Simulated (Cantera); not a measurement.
A closed system holds: 1 mol Ti(OiPr)4, 280 mol H2, held at 1898.15 K and 20.0 Pa.

Equilibrium computed with Cantera from the NASA thermochemical tables; the gas is ideal and each condensed phase is pure. Candidate condensed phases: C, C6H6, C7H8, C8H18, H2O, Ti, TiC, TiO, TiO2, Ti2O3, Ti3O5, Ti4O7; 113 gas species. The feed counts by its element totals alone. TiC: taken at fixed stoichiometry. Equilibrium is a limit: real reactors are often held back by kinetics, nucleation or transport.

Base state: H2 0.933, H 0.0535, CO 0.0131, C2H2 (acetylene) 0.000351 (mole fractions); condensed: C(graphite) + TiC(s).

Task: What changes in the equilibrium state with this change: pressure from 20.0 Pa to 13300 Pa?

Result: 
```json
[
 {"species": "H2", "before": "0.933", "after": "0.984"},
 {"species": "CO", "before": "0.0131", "after": "0.0134"},
 {"species": "H", "before": "0.0535", "after": "0.00213"},
 {"species": "CH4", "before": "9.84e-8", "after": "7.30e-5"},
 {"species": "C2H2 (acetylene)", "before": "0.000351", "after": "0.000371"},
 {"species": "C(graphite), mol", "before": "6.78", "after": "6.76"},
 {"species": "TiC(s), mol", "before": "1.000", "after": "1.00"}
]
```

Task: What changes in the equilibrium state with this change: Ti(OiPr)4 replaced by TiCl4?

Result: 
```
species             before     after
----------------  --------  --------
H2                   0.933     0.932
H                   0.0535    0.0534
HCl                      0    0.0106
CO                  0.0131         0
Ti                 4.77e-7   0.00152
TiCl                     0   0.00118
TiCl2                    0  0.000737
Cl                       0  0.000460
C2H2 (acetylene)  0.000351         0
C(graphite), mol      6.78         0
TiC(s), mol          1.000         0
```
The tables' values for TiCl2 are old estimates; treat these amounts as uncertain. Further candidate phases: TiCl2, TiCl3, TiCl4.

Task: What changes in the equilibrium state with this change: temperature from 1898.15 K to 2075 K?

Result: 
```
species             before    after
----------------  --------  -------
H2                   0.933    0.816
H                   0.0535    0.170
CO                  0.0131   0.0123
Ti                 4.77e-7  1.54e-5
C2H2 (acetylene)  0.000351  0.00101
C(graphite), mol      6.78     6.34
TiC(s), mol          1.000    0.995
```
